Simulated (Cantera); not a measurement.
An isothermal plug-flow reactor at 925 K and 1.40 bar (inlet), inlet velocity 0.43 m/s, active area per volume 100 1/m; feed 0.416 % CH₄, 10.8 % O₂, 88.8 % N₂.

Cantera simulation using Deutschmann's 1995 Pt surface mechanism with GRI-Mech 3.0 gas chemistry; the numbers are that mechanism's predictions, not measurements. Catalytic surfaces can have several steady states; this one follows from the mechanism file's or the stated starting coverage. Mass transfer to the wall is taken as infinitely fast.

Question: Predict: x(CH₄) at z = 0.055 m; x(O₂) at z = 0.055 m; x(H₂O) at z = 0.055 m; x(CO₂) at z = 0.055 m; x(CO) at z = 0.055 m; θ(free Pt) at the exit; θ(O*) at the exit.

Answer: 
| Quantity | Result |
|---|---|
| x(CH₄) at z = 0.055 m | 0.00334 |
| x(O₂) at z = 0.055 m | 0.106 |
| x(H₂O) at z = 0.055 m | 0.00163 |
| x(CO₂) at z = 0.055 m | 0.000815 |
| x(CO) at z = 0.055 m | 1.04e-6 |
| θ(free Pt) at the exit | 0.109 |
| θ(O*) at the exit | 0.890 |
